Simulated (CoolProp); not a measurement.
R404A at several states: fugacity coefficient from the reference equation and from simpler models built on Tc = 72.1 °C, pc = 3735 kPa, ω = 0.293; each cubic takes its own stable root.

Computed with CoolProp (reference Helmholtz-energy equation of state, Lemmon 2003). It is a pseudo-pure fit of the blend.

```tsv
T (°C)	p (kPa)	phase	reference
-21.75	2000	liquid	0.1389
133.85	415	gas	0.9777
-34.05	8600	liquid	0.02609
205.45	114	gas	0.9967
176.65	4190	supercritical	0.8548
-36.85	1920	liquid	0.08069
```

**Question.** How far does each simpler model (van der Waals, Redlich-Kwong, Soave-Redlich-Kwong, Peng-Robinson) lie from the reference over these 6 states: mean and median of the absolute difference, and the worst?

**Answer.** 
- van der Waals: mean 144.4 %, median 100.6 %, worst +356.9 % at -34.05 °C and 8600 kPa
- Redlich-Kwong: mean 35.4 %, median 29.4 %, worst +79.0 % at -34.05 °C and 8600 kPa
- Soave-Redlich-Kwong: mean 1.4 %, median 1.0 %, worst +4.2 % at -34.05 °C and 8600 kPa
- Peng-Robinson: mean 0.4 %, median 0.3 %, worst -0.8 % at 176.65 °C and 4190 kPa
